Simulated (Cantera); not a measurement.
A freely propagating, adiabatic, planar premixed flame of CH4 : C2H6 : O2 : N2 = 1 : 0.097 : 3.16 : 11.9 (molar parts), equivalence ratio 0.74, unburnt at 525 K and 23000 Pa; multicomponent+Soret transport, grid criteria slope 0.08 and curve 0.16, no radiation.

Computed with Cantera and GRI-Mech 3.0 (53 species, 325 reactions). Burning velocities carry a grid error of a few per cent, more on coarse grids.

**Question.** Predict: laminar burning velocity; thermal thickness; peak x(HO2); peak x(CH3).

**Answer.** 
```
Item                         Value
------------------------  --------
laminar burning velocity  105 cm/s
thermal thickness          1.42 mm
peak x(HO2)               0.000167
peak x(CH3)                0.00171
```
